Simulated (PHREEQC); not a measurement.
Phosphoric acid bath

A solution holds 0.13 mol/kgw H3PO4, at 25 °C. Closed to the air; pH follows from the charge balance.

Model: ion-association model, phreeqc.dat, run in PHREEQC.

This is a speciation only: nothing precipitates in the calculation.

Q: What pH does the model give?

A: pH 1.58.

Q: In which forms is P present?

A: H3PO4 77 %, H2PO4- 23 % of the P.

Complexes and solids missing from the database can't appear.
